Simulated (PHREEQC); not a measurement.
A solution holds 1.4 mol CaCl2, 0.0015 mol Na2B4O7 and 1.9 mol NaCl per kg of water, at 25 °C. Closed to the air; pH follows from the charge balance.

All values are PHREEQC results (Pitzer model, pitzer.dat), not measurements.

```yaml
pH: 7.17
ionic_strength: 6.10 mol/kgw
activity_of_water: 0.823
density: 1.173 g/cm³
osmotic_coefficient: 1.350
total_alkalinity: 3.00 meq/kg
```

```tsv
species	molality	activity	log γ
Cl-	4.70	2.89	-0.211
Na+	1.90	3.00	0.198
Ca+2	1.40	2.56	0.262
B(OH)3	0.00300	0.00488	0.211
CaB(OH)4+	0.00245	0.00394	0.208
B(OH)4-	0.000553	3.45e-5	-1.204
OH-	2.21e-6	1.24e-7	-1.251
B3O3(OH)4-	3.89e-7	7.59e-8	-0.710
B4O5(OH)4-2	1.57e-8	1.66e-11	-2.976
H+	1.48e-8	6.70e-8	0.657
```

No solid was allowed to form. In brines, pH and single-ion activities rest on the MacInnes convention.
